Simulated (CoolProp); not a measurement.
A closed Brayton cycle with dry air: compressor inlet 310.15 K and 0.62 MPa, high pressure 1.29 MPa, turbine inlet 870 K, compressor efficiency 0.85, turbine efficiency 0.85, recuperator effectiveness 0.8 (on enthalpy, no pinch check). Each further row changes one setting.

The numbers come from the reference Helmholtz-energy equation of state, Lemmon 2000 in CoolProp. It is a pseudo-pure fit of the blend.

| case | thermal efficiency (%) | net work (kJ/kg) | compressor to turbine work | compressor exit (K) | turbine exit (K) |
|---|---|---|---|---|---|
| as stated | 26.3 | 56.6 | 0.60 | 395.0 | 741.2 |
| turbine inlet 820 K | 24.5 | 48.4 | 0.64 | 395.0 | 697.5 |
| compressor inlet 320.15 K | 25.3 | ? | 0.62 | ? | 741.2 |
| high pressure 1.1 MPa | 24.5 | 48.2 | 0.58 | ? | ? |
| recuperator effectiveness 0.5 | 17.5 | 56.6 | 0.60 | 395.0 | 741.2 |

**Question.** Some entries are withheld; supply them.

**Answer.** 
- compressor inlet 320.15 K, net work (kJ/kg): 53.9
- compressor inlet 320.15 K, compressor exit (K): 407.6
- high pressure 1.1 MPa, compressor exit (K): 375.1
- high pressure 1.1 MPa, turbine exit (K): 767.4
